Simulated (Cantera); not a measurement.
What does this Cantera script print?

```python
import numpy as np
import cantera as ct

gas_names = [...]  # 113 gases of nasa_gas.yaml made of C, H, O, Pb
cond_names = """
    C(gr) C6H6(L) C7H8(L) C8H18(L),n-octa H2O(s) H2O(L) Pb(cr) Pb(L) PbO(rd) PbO(yw) PbO(L) PbO2(s)
    Pb3O4(s)
""".split()


# ... load() reads the species with a 1 bar reference pressure and builds the phases ...
atoms = {
    'PbO': {'Pb': 1, 'O': 1},
    'CO': {'C': 1, 'O': 1},
    'H2': {'H': 2},
}
top_T = {'C(gr)': 4500, 'Pb3O4(s)': 820}  # K; cautious upper limits of use, not melting points


# ... equilibrate(T, P, feed) seeds the gas with the atoms and calls Mixture.equilibrate('TP', solver="vcs", rtol=1e-11, max_steps=5000) ...
results = []
feed = {'PbO': 1, 'CO': 1.2, 'H2': 0.37}  # mol
P = 370000  # Pa
for T in [848, 898, 948, 998, 1048, 1098, 1148, 1198, 1248, 1298, 1348, 1398, 1448]:
    mix = equilibrate(T, P, feed)
    results.append((T, P, feed, dict(zip(mix.species_names, mix.species_moles))))

top = {s: max(r[3][s] / sum(r[3][g] for g in gas_names) for r in results) for s in gas_names}
cols = sorted((s for s in top if top[s] > 0.0001), key=lambda s: -top[s])[:8]
seen = [c for c in cond_names if any(r[3].get(c, 0) > 1e-12 for r in results)]
print("log10 of partial pressures in bar; condensed amounts in mol")
print(f"{'T/K':>10s}" + "".join(f"{s[:9]:>10s}" for s in cols + seen))
for T, P, feed, n in results:
    ng = sum(n[g] for g in gas_names)
    print(f"{T:10.4g}" + "".join(f"{np.log10(max(n[s] / ng * P / 1e5, 1e-99)):10.3f}" for s in cols)
          + "".join(f"{n.get(c, 0):10.4g}" for c in seen))
```

Output:

```
log10 of partial pressures in bar; condensed amounts in mol
       T/K       CO2        CO       H2O        H2       CH4        Pb     C(gr)     Pb(L)
       848     0.387    -0.486    -0.200    -0.582    -1.358    -6.524    0.1409         1
       898     0.342    -0.214    -0.284    -0.473    -1.440    -5.888   0.06735         1
       948     0.288    -0.047    -0.338    -0.415    -1.733    -5.320         0         1
       998     0.272    -0.017    -0.304    -0.432    -2.410    -4.810         0         1
      1048     0.262    -0.001    -0.277    -0.466    -3.083    -4.350         0         1
      1098     0.255     0.012    -0.255    -0.501    -3.711    -3.933         0         1
      1148     0.249     0.022    -0.236    -0.536    -4.291    -3.553         0    0.9999
      1198     0.244     0.031    -0.220    -0.569    -4.827    -3.205         0    0.9997
      1248     0.239     0.038    -0.207    -0.601    -5.322    -2.886         0    0.9994
      1298     0.235     0.045    -0.196    -0.630    -5.781    -2.592         0    0.9989
      1348     0.231     0.050    -0.186    -0.659    -6.208    -2.321         0     0.998
      1398     0.227     0.055    -0.178    -0.686    -6.606    -2.069         0    0.9964
      1448     0.224     0.058    -0.171    -0.711    -6.977    -1.836         0    0.9938
```

Equilibrium computed with Cantera from the NASA thermochemical tables; the gas is ideal and each condensed phase is pure.
